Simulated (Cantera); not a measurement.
A jet of CH₄ : O₂ : N₂ = 0.014 : 0.11 : 0.79 (molar parts), equivalence ratio 0.25 at 300 K and 0.420 bar hits a platinum plate 3.9 cm away at a mass flux of 0.039 kg/m²/s; the plate temperature is set and raised in steps from an oxygen-covered start.

Cantera simulation using Deutschmann's 1995 Pt surface mechanism with GRI-Mech 3.0 gas chemistry; the numbers are that mechanism's predictions, not measurements. Catalytic surfaces can have several steady states; this one follows from the mechanism file's or the stated starting coverage.

One state of this run: wall x CH₄ = 0.00315; wall x O₂ = 0.0946; wall x H₂O = 0.0225; wall x OH = 1.20e-7; wall x CO = 1.80e-6; wall x CO₂ = 0.0148; θ free Pt = 0.247; θ O* = 0.751; θ OH* = 0.00189. x: mole fraction at the wall; θ: surface coverage.

Q: Which value of plate T (K) does it belong to?
A) 1150
B) 1000
C) 1100
D) 950

A: B, 1000
